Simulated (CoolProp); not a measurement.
Carbon monoxide along the isotherm 222.3 K: Z from the reference equation and from simpler models built on Tc = 132.9 K, pc = 3498 kPa, ω = 0.050; each cubic takes its own stable root.

The numbers come from the reference Helmholtz-energy equation of state, Lemmon 2006 in CoolProp. It is a short technical equation, of lower accuracy than the large ones.

| p (kPa) | phase | reference |
|---|---|---|
| 2190 | gas | 0.9638 |
| 4370 | supercritical | 0.9329 |
| 6560 | supercritical | 0.9080 |
| 8750 | supercritical | 0.8906 |
| 10900 | supercritical | 0.8818 |
| 13100 | supercritical | 0.8816 |
| 15300 | supercritical | 0.8898 |
| 17500 | supercritical | 0.9055 |
| 19700 | supercritical | 0.9273 |
| 21900 | supercritical | 0.9537 |
| 24100 | supercritical | 0.9837 |
| 26200 | supercritical | 1.015 |
| 28400 | supercritical | 1.049 |
| 30600 | supercritical | 1.085 |
| 32800 | supercritical | 1.122 |
| 35000 | supercritical | 1.160 |

Q: How far does each simpler model (van der Waals, Redlich-Kwong, Soave-Redlich-Kwong, Peng-Robinson) lie from the reference over these 16 states: mean and median of the absolute difference, and the worst?

A: 
- van der Waals: mean 4.5 %, median 4.5 %, worst +8.7 % at 222.3 K and 35000 kPa
- Redlich-Kwong: mean 1.4 %, median 1.2 %, worst -2.6 % at 222.3 K and 35000 kPa
- Soave-Redlich-Kwong: mean 2.0 %, median 2.1 %, worst +3.3 % at 222.3 K and 17500 kPa
- Peng-Robinson: mean 3.6 %, median 3.0 %, worst -7.1 % at 222.3 K and 35000 kPa
